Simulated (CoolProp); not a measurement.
Vapour-liquid equilibrium of isobutane (1) + n-butane (2) at 196.1 K; x and y are mole fractions of (1).

The numbers come from the multi-fluid Helmholtz-energy mixture model, Bücker 2006 and Bücker 2006; pair parameters Kunz 2012 in CoolProp.

### Question
Give the bubble pressure and the first vapour's composition at x = 0.05, 0.425, 0.5. Is there an azeotrope?

### Answer
x = 0.05: 0.001496 MPa, y = 0.097; x = 0.425: 0.002040 MPa, y = 0.597; x = 0.5: 0.002146 MPa, y = 0.667. No azeotrope shows between x = 0.05 and 0.95.

Pair parameters are fitted to limited data, so mixtures are less certain than the pure fluids.
